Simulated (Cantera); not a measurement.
Feed: 1 mol NH3, 4.6 mol O2, held at 3075 °C and 63.0 Pa.

Method: chemical equilibrium by Gibbs-energy minimisation in Cantera with the NASA 1993 tables (ideal gas, pure condensed phases). Candidate condensed phases: H2O; 24 gas species. Rates play no part.

Base state: O 0.719, H 0.236, N2 0.0382, O2 0.00299, NO 0.00183, OH 0.00107, N 0.000812, H2 0.000206 (mole fractions); condensed: gas only.

Question: What changes in the equilibrium state with this change: NH3 replaced by CS2?

Answer: 
```tsv
species	before	after
O	0.719	0.727
S	0	0.174
CO	0	0.0900
H	0.236	0
N2	0.0382	0
SO	0	0.00579
NO	0.00183	0
```
Further candidate phases: C, S.
